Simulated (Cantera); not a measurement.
An adiabatic, constant-pressure homogeneous reactor starts with 11.2 % CH₄, 18.7 % O₂, 70.1 % N₂, at 1500 K and 1.00 bar.

Model: GRI-Mech 3.0 (53 species, 325 reactions), integrated in Cantera.

Problem. Predict: time of steepest temperature rise; temperature at 2.00 s; equilibrium temperature; x(O₂) at 2.00 s; x(H₂O₂) at 2.00 s; x(O) at 2.00 s; x(NO) at 2.00 s.

Solution. 
* **time of steepest temperature rise**: 1.27 ms
* **temperature at 2.00 s**: 2757 K
* **equilibrium temperature**: 2757 K
* **x(O₂) at 2.00 s**: 0.00762 (gas-phase equilibrium 0.00762)
* **x(H₂O₂) at 2.00 s**: 1.63e-7 (gas-phase equilibrium 1.63e-7)
* **x(O) at 2.00 s**: 0.00402 (gas-phase equilibrium 0.00402)
* **x(NO) at 2.00 s**: 0.00603 (gas-phase equilibrium 0.00603)
